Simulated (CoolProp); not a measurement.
Values from CoolProp's reference Helmholtz-energy equation of state, Thol 2018.

Problem. For hydrogen chloride, give the phase and the cp (kJ/(kg K)), speed of sound (m/s), expansivity (1/kK), fugacity coefficient at 340 K and 19.9 MPa.

Solution. 
- 340 K and 19.9 MPa: supercritical; cp 2.31, speed of sound 490, expansivity 6.95, fugacity coefficient 0.398
